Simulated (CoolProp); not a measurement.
Propylene glycol along the isobar 4810 kPa: density (kg/m³) from the reference equation and from simpler models built on Tc = 400.8 °C, pc = 7292 kPa, ω = 0.327; each cubic takes its own stable root.

Model: reference Helmholtz-energy equation of state, Eisenbach 2021, in CoolProp.

```json
[
 {"T (°C)": "280.75", "phase": "liquid", "reference": "791.0"},
 {"T (°C)": "286.85", "phase": "liquid", "reference": "782.5"},
 {"T (°C)": "292.85", "phase": "liquid", "reference": "773.9"},
 {"T (°C)": "298.85", "phase": "liquid", "reference": "764.9"},
 {"T (°C)": "304.85", "phase": "liquid", "reference": "755.7"},
 {"T (°C)": "310.85", "phase": "liquid", "reference": "746.0"},
 {"T (°C)": "316.85", "phase": "liquid", "reference": "736.0"},
 {"T (°C)": "322.85", "phase": "liquid", "reference": "725.5"},
 {"T (°C)": "328.85", "phase": "liquid", "reference": "714.4"},
 {"T (°C)": "334.85", "phase": "liquid", "reference": "702.7"},
 {"T (°C)": "340.85", "phase": "liquid", "reference": "690.2"},
 {"T (°C)": "346.85", "phase": "liquid", "reference": "676.8"}
]
```

Task: How far does each simpler model (van der Waals, Peng-Robinson) lie from the reference over these 12 states: mean and median of the absolute difference, and the worst?

Result: 
- van der Waals: mean 44.4 %, median 36.6 %, worst -84.1 % at 346.85 °C and 4810 kPa
- Peng-Robinson: mean 5.3 %, median 5.7 %, worst +8.2 % at 280.75 °C and 4810 kPa

At some of these states van der Waals gives the other phase, because its saturation line lies elsewhere.
